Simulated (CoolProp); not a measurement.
Properties of methane along the isotherm -58.95 °C.

Computed with CoolProp (reference Helmholtz-energy equation of state, Setzmann 1991).

```csv
p (MPa),phase,cv (kJ/(kg K)),Joule-Thomson coefficient (K/MPa),viscosity (µPa s),fugacity coefficient
1.44,gas,1.628,8.354,8.57,0.9274
2.87,gas,1.688,8.405,8.97,0.8575
4.31,gas,1.765,8.238,9.72,0.7887
5.75,supercritical,1.863,7.569,11.1,0.7212
7.19,supercritical,1.956,5.895,13.9,0.6552
8.62,supercritical,1.948,3.664,18.0,0.5945
10.1,supercritical,1.902,2.281,21.7,0.5428
11.5,supercritical,1.875,1.589,24.4,0.5043
12.9,supercritical,1.859,1.166,26.6,0.4736
14.4,supercritical,1.850,0.8653,28.7,0.4474
15.8,supercritical,1.844,0.6653,30.4,0.4277
17.2,supercritical,1.842,0.5134,32.0,0.4115
18.7,supercritical,1.840,0.3861,33.5,0.3972
20.1,supercritical,1.840,0.2905,34.8,0.3861
21.6,supercritical,1.841,0.2059,36.2,0.3763
23,supercritical,1.843,0.1397,37.4,0.3687
```

Viscosity comes from a separate model (Quiñones-Cisneros 2006).
